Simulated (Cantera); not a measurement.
Charge: 1 mol Cr2O3, a varied amount of H2, at 1302 °C and 3.68 Torr.

Equilibrium computed with Cantera from the NASA thermochemical tables; the gas is ideal and each condensed phase is pure. Candidate condensed phases: Cr, Cr2O3, H2O; 13 gas species. Mutual solubility and eutectic melting of coexisting phases are not modelled. Equilibrium is a limit: real reactors are often held back by kinetics, nucleation or transport.

### Question
Which condensed phases are stable at each of these points (n(H2) (mol)): 0.52, 1, 2.1, 4.1, 8.3, 17, 33, 66, 130, 260, 530, 1100, 2100?

### Answer
| n(H2) (mol) | condensed phases | Cr condensed (%) |
|---|---|---|
| 0.52 | Cr(s) + Cr2O3(s) | 100.0 |
| 1 | Cr(s) + Cr2O3(s) | 100.0 |
| 2.1 | Cr(s) + Cr2O3(s) | 99.9 |
| 4.1 | Cr(s) + Cr2O3(s) | 99.9 |
| 8.3 | Cr(s) + Cr2O3(s) | 99.8 |
| 17 | Cr(s) + Cr2O3(s) | 99.6 |
| 33 | Cr(s) + Cr2O3(s) | 99.2 |
| 66 | Cr(s) + Cr2O3(s) | 98.4 |
| 130 | Cr(s) + Cr2O3(s) | 96.8 |
| 260 | Cr(s) + Cr2O3(s) | 93.5 |
| 530 | Cr(s) + Cr2O3(s) | 86.8 |
| 1100 | Cr(s) + Cr2O3(s) | 72.6 |
| 2100 | Cr(s) | 47.7 |

From 0.52 mol H2 to 1100 mol H2 the condensed part is Cr(s) + Cr2O3(s). At 2100 mol H2 the condensed part is Cr(s).
